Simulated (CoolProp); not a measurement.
Vapour-liquid equilibrium of R22 (1) + n-pentane (2) at 224.9 K; x and y are mole fractions of (1).

Model: multi-fluid Helmholtz-energy mixture model, Kamei 1995 and Thol 2019; pair parameters Bell 2016, in CoolProp.

Question: Give the bubble pressure and the first vapour's composition at x = 0.15, 0.25, 0.65. Is there an azeotrope?

Answer: x = 0.15: 0.02670 MPa, y = 0.949; x = 0.25: 0.03814 MPa, y = 0.967; x = 0.65: 0.05680 MPa, y = 0.983. No azeotrope shows between x = 0.05 and 0.95.

The pair parameters rest on a limited set of measurements; away from them the model extrapolates. With so large a gap from Raoult's law the liquid may split in two, which this calculation doesn't test in full.
